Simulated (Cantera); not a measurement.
A Cantera script and its output.

```python
import numpy as np
import cantera as ct

gas = ct.Solution("gri30.yaml")
gas.TPX = 375, 500000, {'CH4': 1, 'O2': 2.86, 'N2': 10.7}
inlet = ct.Reservoir(gas, clone=True)
gas.equilibrate("HP")  # start burning
reactor = ct.IdealGasConstPressureReactor(gas, energy="on", clone=False)
exhaust = ct.Reservoir(gas, clone=True)
tau = [0.38, 0.12, 0.035, 0.011, 0.0032, 0.00098, 0.0003, 9e-05, 2.7e-05, 8.3e-06][0]
for a, b in ((inlet, reactor), (reactor, exhaust)):
    ct.MassFlowController(a, b, mdot=lambda t: reactor.mass / tau)
net = ct.ReactorNet([reactor])
show = ['CH4', 'O2', 'NO', 'HCO', 'CH3', 'OH']

rows = []
print(f"{'tau/s':>10s}{'T/K':>9s}" + "".join(f"{s:>11s}" for s in show))
for tau in [0.38, 0.12, 0.035, 0.011, 0.0032, 0.00098, 0.0003, 9e-05, 2.7e-05, 8.3e-06]:
    net.initial_time = 0.0
    net.advance(30 * tau)
    before = gas.X
    net.advance(40 * tau)
    drift = np.max(np.abs(gas.X - before) / (gas.X + 1e-9))
    rows.append([gas.T, *gas[show].X, drift])
    print(f"{tau:10.3e}{gas.T:9.1f}" + "".join(f"{x:11.3e}" for x in gas[show].X))
```

It prints:

```
     tau/s      T/K        CH4         O2         NO        HCO        CH3         OH
 3.800e-01   1903.7  1.179e-06  5.883e-02  1.737e-04  9.627e-10  3.135e-07  7.398e-04
 1.200e-01   1903.3  3.424e-06  5.889e-02  7.030e-05  3.050e-09  9.191e-07  7.917e-04
 3.500e-02   1901.4  9.588e-06  5.896e-02  3.326e-05  1.049e-08  2.610e-06  9.289e-04
 1.100e-02   1897.2  2.254e-05  5.908e-02  2.212e-05  3.379e-08  6.153e-06  1.182e-03
 3.200e-03   1887.7  5.272e-05  5.941e-02  1.787e-05  1.192e-07  1.393e-05  1.606e-03
 9.800e-04   1868.8  1.193e-04  6.024e-02  1.504e-05  4.032e-07  2.915e-05  2.139e-03
 3.000e-04   1829.2  2.916e-04  6.237e-02  1.146e-05  1.371e-06  6.215e-05  2.640e-03
 9.000e-05   1716.1  1.204e-03  7.050e-02  4.596e-06  4.832e-06  1.892e-04  2.107e-03
 2.700e-05    375.0  6.868e-02  1.964e-01 -2.328e-20 -1.561e-35 -1.147e-19 -8.711e-26
 8.300e-06    375.0  6.868e-02  1.964e-01 -1.863e-23  1.575e-42 -9.180e-23 -6.790e-29
```

Model: GRI-Mech 3.0 (53 species, 325 reactions), integrated in Cantera.
